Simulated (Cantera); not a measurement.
Ignition delay

Mixture: CH4 : O2 : N2 : H2O = 1 : 1.43 : 8.43 : 0.75 (molar parts), equivalence ratio 1.4, at 1.60 bar, adiabatic and at constant pressure. Ignition delay is the time to a rise of 400 K.

Computed with Cantera and GRI-Mech 3.0 (53 species, 325 reactions).

| T0 (K) | delay (ms) |
|---|---|
| 1150 | 128 |
| 1200 | 64.6 |
| 1250 | 33.6 |
| 1300 | 17.8 |
| 1350 | 9.63 |
| 1400 | 5.28 |
| 1450 | 2.94 |
| 1500 | 1.68 |

```yaml
apparent activation energy between 1400 and 1500 K: 200 kJ/mol
```
